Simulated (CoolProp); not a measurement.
Properties of fluoroethane (R161) along the isobar 0.724 MPa.

The numbers come from the reference Helmholtz-energy equation of state, Wu 2012 in CoolProp.

```csv
T (K),phase,Z,speed of sound (m/s),isothermal compressibility (1/MPa)
196.3,liquid,0.02446,1343,0.0008973
212.8,liquid,0.02314,1241,0.001085
229.3,liquid,0.02206,1139,0.001335
245.7,liquid,0.02119,1036,0.001683
262.2,liquid,0.02051,929.3,0.002203
278.7,liquid,0.02003,816.6,0.003039
295.2,gas,0.8714,221.4,1.618
311.7,gas,0.8961,230.9,1.560
328.1,gas,0.9144,239.4,1.521
344.6,gas,0.9285,247.2,1.494
361.1,gas,0.9396,254.5,1.474
377.6,gas,0.9483,261.3,1.459
394.1,gas,0.9554,267.9,1.447
410.5,gas,0.9612,274.1,1.438
```
